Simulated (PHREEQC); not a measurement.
0.065 g of hydrous ferric oxide (600 m²/g; 0.2 weak and 0.005 strong sites per Fe, Dzombak-Morel constants, diffuse double layer) in 1 kg of water with 0.1 mol/kgw of an inert sodium salt and 3.3e-05 mol/kgw BaCl2, at 25 °C; the pH is set by adding NaOH or the inert anion's acid. Oxygen is held at 0.21 atm. CO2 from the air is kept out. Nothing may precipitate in this run.

Computed with PHREEQC (ion-association model, wateq4f.dat).

```json
[
 {"pH": "4", "Ba sorbed (%)": "0.0", "surface charge σ (C/m²)": "0.321", "surface potential ψ (mV)": "147"},
 {"pH": "4.5", "Ba sorbed (%)": "0.0", "surface charge σ (C/m²)": "0.273", "surface potential ψ (mV)": "138"},
 {"pH": "5", "Ba sorbed (%)": "0.0", "surface charge σ (C/m²)": "0.215", "surface potential ψ (mV)": "126"},
 {"pH": "5.5", "Ba sorbed (%)": "0.0", "surface charge σ (C/m²)": "0.159", "surface potential ψ (mV)": "111"},
 {"pH": "6", "Ba sorbed (%)": "0.0", "surface charge σ (C/m²)": "0.111", "surface potential ψ (mV)": "93"},
 {"pH": "6.5", "Ba sorbed (%)": "0.1", "surface charge σ (C/m²)": "0.074", "surface potential ψ (mV)": "74"},
 {"pH": "7", "Ba sorbed (%)": "0.5", "surface charge σ (C/m²)": "0.045", "surface potential ψ (mV)": "53"},
 {"pH": "7.5", "Ba sorbed (%)": "2.2", "surface charge σ (C/m²)": "0.023", "surface potential ψ (mV)": "30"},
 {"pH": "8", "Ba sorbed (%)": "6.4", "surface charge σ (C/m²)": "0.006", "surface potential ψ (mV)": "8"},
 {"pH": "8.5", "Ba sorbed (%)": "9.9", "surface charge σ (C/m²)": "-0.011", "surface potential ψ (mV)": "-15"},
 {"pH": "9", "Ba sorbed (%)": "11.8", "surface charge σ (C/m²)": "-0.030", "surface potential ψ (mV)": "-38"},
 {"pH": "9.5", "Ba sorbed (%)": "17.3", "surface charge σ (C/m²)": "-0.053", "surface potential ψ (mV)": "-59"},
 {"pH": "10", "Ba sorbed (%)": "36.1", "surface charge σ (C/m²)": "-0.078", "surface potential ψ (mV)": "-77"}
]
```
